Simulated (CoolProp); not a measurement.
Properties of sulfur hexafluoride along the isotherm 625 K (Tc = 318.7 K, pc = 37.55 bar, ω = 0.210).

The numbers come from the reference Helmholtz-energy equation of state, Guder 2009 in CoolProp.

```tsv
p (bar)	phase	density (kg/m³)	cp (kJ/(kg K))	cv (kJ/(kg K))	isothermal compressibility (1/MPa)	Prandtl number
1.71	gas	4.810	0.9429	0.8853	5.852	0.752
3.41	gas	9.598	0.9437	0.8855	2.937	0.748
5.12	gas	14.42	0.9446	0.8857	1.957	0.745
6.83	gas	19.25	0.9454	0.8859	1.468	0.742
8.53	gas	24.06	0.9463	0.8861	1.176	0.739
10.2	gas	28.78	0.9471	0.8863	0.9840	0.736
11.9	gas	33.60	0.9480	0.8865	0.8438	0.733
13.7	gas	38.71	0.9489	0.8868	0.7333	0.731
15.4	gas	43.54	0.9498	0.8870	0.6526	0.728
17.1	gas	48.37	0.9507	0.8872	0.5879	0.726
18.8	gas	53.21	0.9515	0.8874	0.5349	0.724
```

Viscosity comes from a separate model (Quiñones-Cisneros 2012). Thermal conductivity comes from a separate model (Assael 2012).
